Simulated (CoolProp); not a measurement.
Vapour-liquid equilibrium of propylene (1) + propane (2) at -99.95 °C; x and y are mole fractions of (1).

Model: multi-fluid Helmholtz-energy mixture model, Lemmon 2013 and Lemmon 2009; pair parameters Bell 2016, in CoolProp.

```
x      bubble pressure, mixture model (MPa)  bubble pressure, Raoult's law (MPa)  y, mixture model  y, Raoult's law
-----  ------------------------------------  -----------------------------------  ----------------  ---------------
0.05                               0.003003                             0.002968             0.078            0.068
0.125                              0.003130                             0.003051             0.184            0.165
0.2                                0.003246                             0.003135             0.277            0.257
0.275                              0.003354                             0.003219               [?]            0.344
0.35                                    [?]                             0.003303               [?]            0.427
0.425                              0.003544                             0.003387               [?]            0.506
0.5                                0.003628                             0.003470               [?]            0.580
0.575                              0.003705                             0.003554             0.646            0.652
0.65                               0.003776                             0.003638             0.709            0.720
0.725                              0.003841                             0.003722             0.771            0.785
0.8                                0.003900                             0.003806             0.833            0.847
0.875                                   [?]                             0.003889             0.894            0.906
0.95                               0.004001                             0.003973               [?]            0.963
```

Q: Fill in the missing entries.

A: 
- 0.275, y, mixture model: 0.362
- 0.35, bubble pressure, mixture model (MPa): 0.003453
- 0.35, y, mixture model: 0.440
- 0.425, y, mixture model: 0.513
- 0.5, y, mixture model: 0.581
- 0.875, bubble pressure, mixture model (MPa): 0.003953
- 0.95, y, mixture model: 0.957

The largest gap from Raoult's law is +4.6 % in bubble pressure, at x = 0.425. No azeotrope shows between x = 0.05 and 0.95.

The pair parameters rest on a limited set of measurements; away from them the model extrapolates.
